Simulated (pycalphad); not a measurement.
**Effect of Cu content in Si-Cu**

All values are pycalphad results on the COST 507 light-alloy database (1999) (1 atm), not direct measurements. The database dates from 1999; later assessments differ in places, in temperatures and in the compounds included. Phase fractions are per mole of atoms. Diffusion is slow at the low end, where real alloys seldom reach equilibrium.

```csv
alloy,liquidus (K),first solid,solidus (K),phases at 570 K
Si-1.012Cu (wt.%),1685,DIAMOND_A4,1074,"DIAMOND_A4 0.99, CU19SI6_ETA 0.01"
Si-3.961Cu (wt.%),1678,DIAMOND_A4,1074,"DIAMOND_A4 0.98, CU19SI6_ETA 0.02"
Si-7.75Cu (wt.%),1669,DIAMOND_A4,1074,"DIAMOND_A4 0.95, CU19SI6_ETA 0.05"
Si-11.38Cu (wt.%),1659,DIAMOND_A4,1074,"DIAMOND_A4 0.93, CU19SI6_ETA 0.07"
Si-14.86Cu (wt.%),1649,DIAMOND_A4,1074,"DIAMOND_A4 0.91, CU19SI6_ETA 0.09"
```

Database names, with the compositions (at.%) that they take in these runs: CU19SI6_ETA: Cu 76 Si 24. DIAMOND_A4 is diamond (Si).
